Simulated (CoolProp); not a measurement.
Aqueous ethylene glycol as a coolant, 35 % by mass, freezing at -18.8 °C, 1 atm.

Values from CoolProp's Melinder's fits for secondary coolants.

```json
[
 {"T (°C)": "-11.3", "Prandtl number": "68.3", "conductivity (W/(m K))": "0.418", "cp (kJ/(kg K))": "3.505", "viscosity (mPa s)": "8.14"},
 {"T (°C)": "-6.6", "Prandtl number": "55.0", "conductivity (W/(m K))": "0.422", "cp (kJ/(kg K))": "3.523", "viscosity (mPa s)": "6.58"},
 {"T (°C)": "-1.8", "Prandtl number": "44.7", "conductivity (W/(m K))": "0.426", "cp (kJ/(kg K))": "3.541", "viscosity (mPa s)": "5.37"},
 {"T (°C)": "3", "Prandtl number": "36.7", "conductivity (W/(m K))": "0.430", "cp (kJ/(kg K))": "3.559", "viscosity (mPa s)": "4.44"},
 {"T (°C)": "7.7", "Prandtl number": "30.7", "conductivity (W/(m K))": "0.434", "cp (kJ/(kg K))": "3.576", "viscosity (mPa s)": "3.72"},
 {"T (°C)": "12.5", "Prandtl number": "25.8", "conductivity (W/(m K))": "0.438", "cp (kJ/(kg K))": "3.594", "viscosity (mPa s)": "3.15"},
 {"T (°C)": "17.2", "Prandtl number": "22.0", "conductivity (W/(m K))": "0.442", "cp (kJ/(kg K))": "3.610", "viscosity (mPa s)": "2.70"},
 {"T (°C)": "22", "Prandtl number": "18.9", "conductivity (W/(m K))": "0.446", "cp (kJ/(kg K))": "3.627", "viscosity (mPa s)": "2.33"},
 {"T (°C)": "26.8", "Prandtl number": "16.4", "conductivity (W/(m K))": "0.450", "cp (kJ/(kg K))": "3.644", "viscosity (mPa s)": "2.03"},
 {"T (°C)": "31.5", "Prandtl number": "14.4", "conductivity (W/(m K))": "0.454", "cp (kJ/(kg K))": "3.660", "viscosity (mPa s)": "1.78"},
 {"T (°C)": "36.3", "Prandtl number": "12.7", "conductivity (W/(m K))": "0.458", "cp (kJ/(kg K))": "3.676", "viscosity (mPa s)": "1.58"}
]
```
